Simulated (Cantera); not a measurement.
A diamond (100) surface in a fixed gas of H2 with x(CH4) = 0.0051, x(H) = 0.00049, at 1050 K, 19.5 Torr; coverages are run to steady state.

Computed with Cantera and the Harris–Goodwin 1993 mechanism for the reconstructed diamond (100) surface.

θ: site fractions in the mechanism's names (c6HH fully hydrogenated, c6H* and c6*H radical sites, c6** diradical, c6HM methylated).

| x(CH3) | growth (µm/h) | θ c6HH | θ c6H* | θ c6*H | θ c6** | θ c6HM |
|---|---|---|---|---|---|---|
| 1e-06 | (withheld) | 0.566 | 0.0224 | 0.400 | 0.0108 | 0.000241 |
| 2.7e-06 | (withheld) | 0.566 | 0.0223 | 0.400 | 0.0108 | 0.000651 |
| 7.5e-06 | (withheld) | 0.565 | 0.0223 | 0.399 | 0.0108 | 0.00180 |
| 2.1e-05 | (withheld) | 0.562 | 0.0222 | 0.397 | 0.0107 | 0.00502 |
| 5.7e-05 | (withheld) | 0.556 | 0.0219 | 0.392 | 0.0104 | 0.0134 |
| 0.00016 | (withheld) | 0.537 | 0.0212 | 0.379 | 0.00963 | 0.0359 |
| 0.00043 | (withheld) | 0.497 | 0.0195 | 0.349 | 0.00803 | 0.0863 |
| 0.0012 | (withheld) | 0.416 | 0.0161 | 0.288 | 0.00524 | 0.188 |
| 0.0032 | (withheld) | 0.305 | 0.0115 | 0.205 | 0.00241 | 0.327 |

Task: Some entries are withheld; supply them.

Result: 
- 1e-06, growth (µm/h): 0.00481
- 2.7e-06, growth (µm/h): 0.0130
- 7.5e-06, growth (µm/h): 0.0360
- 2.1e-05, growth (µm/h): 0.1000
- 5.7e-05, growth (µm/h): 0.267
- 0.00016, growth (µm/h): 0.712
- 0.00043, growth (µm/h): 1.70
- 0.0012, growth (µm/h): 3.65
- 0.0032, growth (µm/h): 6.25
